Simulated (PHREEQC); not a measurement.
Hard or scaling water

Consider water at 45 °C with 0.11 mol/kgw SrCl2 and 0.0014 mol/kgw KCl. Closed to the air; pH follows from the charge balance.

All values are PHREEQC results (ion-association model, wateq4f.dat), not measurements.

```json
{
  "ionic_strength": "0.331 mol/kgw",
  "activity_of_water": "0.994"
}
```

```tsv
species	molality	activity	log γ
Cl-	0.221	0.147	-0.178
Sr+2	0.110	0.0298	-0.568
K+	0.00140	0.000930	-0.178
H+	2.82e-7	2.18e-7	-0.112
OH-	2.73e-7	1.79e-7	-0.183
SrOH+	9.96e-9	6.96e-9	-0.156
```

Precipitation was switched off in this run. Away from 25 °C the constants follow the database's enthalpies or fits; those with neither stay at their 25 °C values.
